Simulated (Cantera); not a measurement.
A perfectly stirred reactor is fed with H₂ : O₂ = 0.11 : 1 (molar parts), equivalence ratio 0.055, at 0.0133 bar; it is held at 1450 K, and followed from long to short residence time.

Model: the H2/O2 subset of GRI-Mech 3.0, which has no nitrogen chemistry, integrated in Cantera. Radical loss at walls, strong at low pressure, is not modelled. The temperature is held fixed by assumption; the heat of reaction is taken as removed at once.

x: mole fraction; the columns are a selection and need not sum to one.

| τ (s) | x H₂ | x O₂ | x H₂O | x HO₂ | x H₂O₂ | x O | x H |
|---|---|---|---|---|---|---|---|
| 15 | 6.74e-5 | 0.894 | 0.103 | 4.10e-7 | 1.82e-8 | 0.00110 | 4.24e-5 |
| 4.1 | ___ | 0.892 | 0.102 | ___ | ___ | ___ | ___ |
| 1.1 | ___ | 0.888 | 0.101 | ___ | ___ | ___ | ___ |
| 0.31 | 0.000781 | 0.880 | 0.0986 | 1.92e-6 | 5.95e-8 | 0.0134 | 0.00179 |
| 0.087 | 0.00152 | 0.865 | 0.0941 | 2.49e-6 | 7.52e-8 | 0.0264 | 0.00497 |
| 0.024 | 0.00254 | 0.846 | 0.0879 | 2.84e-6 | 8.51e-8 | 0.0429 | 0.0104 |
| 0.0067 | 0.00382 | 0.833 | 0.0825 | 2.96e-6 | 9.09e-8 | 0.0538 | 0.0151 |
| 0.0019 | 0.00658 | 0.830 | 0.0773 | 3.02e-6 | 1.01e-7 | 0.0551 | 0.0178 |

Question: What belongs in the gaps?

Answer: 
- 4.1, x H₂: 0.000158
- 4.1, x HO₂: 7.53e-7
- 4.1, x H₂O₂: 2.86e-8
- 4.1, x O: 0.00261
- 4.1, x H: 0.000155
- 1.1, x H₂: 0.000365
- 1.1, x HO₂: 1.29e-6
- 1.1, x H₂O₂: 4.29e-8
- 1.1, x O: 0.00613
- 1.1, x H: 0.000558
